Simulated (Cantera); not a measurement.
Mixture: CH₄ : O₂ : N₂ = 1 : 2.7 : 10.2 (molar parts), equivalence ratio 0.74, at 210000 Pa, adiabatic and at constant pressure. Ignition delay is the time to a rise of 400 K.

Detailed kinetics in Cantera: GRI-Mech 3.0 (53 species, 325 reactions).

Task: Predict: delay at 1100 K; delay at 1200 K; delay at 1300 K; delay at 1400 K; delay at 1500 K; delay at 1600 K; apparent activation energy between 1400 and 1600 K.

Result: 
| Quantity | Value |
|---|---|
| delay at 1100 K | 85.7 ms |
| delay at 1200 K | 20.3 ms |
| delay at 1300 K | 5.50 ms |
| delay at 1400 K | 1.70 ms |
| delay at 1500 K | 0.595 ms |
| delay at 1600 K | 0.239 ms |
| apparent activation energy between 1400 and 1600 K | 180 kJ/mol |
